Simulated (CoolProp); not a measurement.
Properties of diethyl ether along the isotherm 125.05 °C (Tc = 194.7 °C, pc = 3.717 MPa, ω = 0.282).

Values from CoolProp's reference Helmholtz-energy equation of state, Thol 2014.

| p (MPa) | phase | cv (kJ/(kg K)) | speed of sound (m/s) | Joule-Thomson coefficient (K/MPa) | fugacity coefficient |
|---|---|---|---|---|---|
| 0.118 | gas | 1.846 | 214.1 | 13.49 | 0.9811 |
| 0.268 | gas | 1.862 | 209.2 | 14.16 | 0.9571 |
| 0.609 | gas | 1.906 | 196.4 | 16.01 | 0.9021 |
| 1.39 | liquid | 2.027 | 507.5 | 0.1955 | 0.6644 |
| 3.15 | liquid | 2.013 | 549.7 | 0.1074 | 0.3140 |
| 7.18 | liquid | 1.992 | 627.6 | -0.01565 | 0.1607 |
| 16.3 | liquid | 1.966 | 755.7 | -0.1488 | 0.09905 |
| 37.2 | liquid | 1.943 | 950.3 | -0.2641 | 0.09023 |
